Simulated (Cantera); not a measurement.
Charge: 1 mol N2O, 0.099 mol SO2, equilibrated at 625 K and 9800000 Pa.

Cantera equilibrium calculation (NASA polynomials, part measured and part estimated; ideal gas, pure solids and liquids). The ideal-gas law is rough above about 30 bar. The numbers say what is thermodynamically allowed, not how fast it happens.

```json
[
 {"species": "N2", "before": "0.645", "after": "0.665"},
 {"species": "O2", "before": "0.291", "after": "0.330"},
 {"species": "SO3", "before": "0.0639", "after": "0.00499"}
]
```
Gas species are given as mole fractions.

**Question.** Which change was made?
A) SO2 from 0.099 to 0.0075 mol
B) SO2 from 0.099 to 0.35 mol
C) SO2 from 0.099 to 0.031 mol
D) temperature from 625 K to 3075 K

**Answer.** A, SO2 from 0.099 to 0.0075 mol
